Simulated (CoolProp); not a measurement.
Vapour-liquid equilibrium of propane (1) + neopentane (2) at 317.4 K; x and y are mole fractions of (1).

Computed with CoolProp (multi-fluid Helmholtz-energy mixture model, Lemmon 2009 and Lemmon 2006; pair parameters Bell 2016).

```csv
x,"bubble pressure, mixture model (MPa)","bubble pressure, Raoult's law (MPa)","y, mixture model","y, Raoult's law"
0.05,0.3334,0.3645,0.124,0.207
0.15,0.3935,0.4849,0.322,0.467
0.25,0.4605,0.6053,0.481,0.623
0.35,0.5395,0.7258,0.613,0.728
0.45,0.6352,0.8462,0.723,0.802
0.55,0.7515,0.9667,0.812,0.858
0.65,0.8907,1.087,0.880,0.902
0.75,1.052,1.208,0.931,0.937
0.85,1.231,1.328,0.967,0.966
0.95,1.417,1.448,0.991,0.989
```

The largest gap from Raoult's law is -25.7 % in bubble pressure, at x = 0.35. No azeotrope shows between x = 0.05 and 0.95.

Pair parameters are fitted to limited data, so mixtures are less certain than the pure fluids.
